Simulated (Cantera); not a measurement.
An isothermal, constant-pressure homogeneous reactor starts with CH4 : N2 = 1 : 39 (molar parts), at 1150 K and 0.0133 bar. Integrator tolerance rtol = 1e-08.

Detailed kinetics in Cantera: GRI-Mech 3.0 (53 species, 325 reactions). GRI-Mech 3.0 stops at C3 and has no aromatics, soot or wall deposition, so with more carbon than oxygen in the feed, carbon stays in small species such as C2H2 where larger ones or solid carbon would form. Radical loss at walls, strong at low pressure, is not modelled.

Task: What does this change do: temperature 1150 to 1798 K?

Result: 
| quantity | before | after |
|---|---|---|
| x(CH4) at 60.0 s | 0.0250 (gas-phase equilibrium 0.000581) | 1.06e-7 (gas-phase equilibrium 1.97e-7) |
| x(C2H4) at 60.0 s | 9.30e-8 (gas-phase equilibrium 3.92e-5) | 1.38e-7 (gas-phase equilibrium 1.51e-8) |
| x(C2H2) at 60.0 s | 1.21e-9 (gas-phase equilibrium 0.00303) | 0.0121 (gas-phase equilibrium 0.00133) |
| x(C2H6) at 60.0 s | 3.22e-7 (gas-phase equilibrium 5.29e-9) | <1e-12 (gas-phase equilibrium <1e-12) |
| x(HCN) at 60.0 s | <1e-12 (gas-phase equilibrium 0.0177) | 8.36e-5 (gas-phase equilibrium 0.0217) |
| x(H2) at 60.0 s | 7.04e-7 (gas-phase equilibrium 0.0357) | 0.0363 (gas-phase equilibrium 0.0363) |

Task: What does this change do: temperature 1150 to 1973 K?

Result: 
| quantity | before | after |
|---|---|---|
| x(CH4) at 60.0 s | 0.0250 (gas-phase equilibrium 0.000581) | 2.32e-8 (gas-phase equilibrium 5.37e-8) |
| x(C2H4) at 60.0 s | 9.30e-8 (gas-phase equilibrium 3.92e-5) | 4.45e-8 (gas-phase equilibrium 4.17e-9) |
| x(C2H2) at 60.0 s | 1.21e-9 (gas-phase equilibrium 0.00303) | 0.0121 (gas-phase equilibrium 0.00113) |
| x(C2H6) at 60.0 s | 3.22e-7 (gas-phase equilibrium 5.29e-9) | <1e-12 (gas-phase equilibrium <1e-12) |
| x(HCN) at 60.0 s | <1e-12 (gas-phase equilibrium 0.0177) | 0.000183 (gas-phase equilibrium 0.0221) |
| x(H2) at 60.0 s | 7.04e-7 (gas-phase equilibrium 0.0357) | 0.0354 (gas-phase equilibrium 0.0354) |
